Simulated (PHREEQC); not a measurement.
Make-up at 50 °C: 0.0071 mol/kgw KHCO3, 0.02 mol/kgw KOH and 0.022 mol/kgw LiCl. Closed to the air; pH follows from the charge balance.

Model: ion-association model, phreeqc.dat, run in PHREEQC.

Q: The ionic strength comes out as 0.0559 mol/kgw. What activity coefficients do Cl-, K+, OH-, CO3-2, HCO3- get?

A: Cl- 0.80, K+ 0.80, OH- 0.80, CO3-2 0.44, HCO3- 0.81.

No solid was allowed to form. Constants without temperature data keep their 25 °C values here.
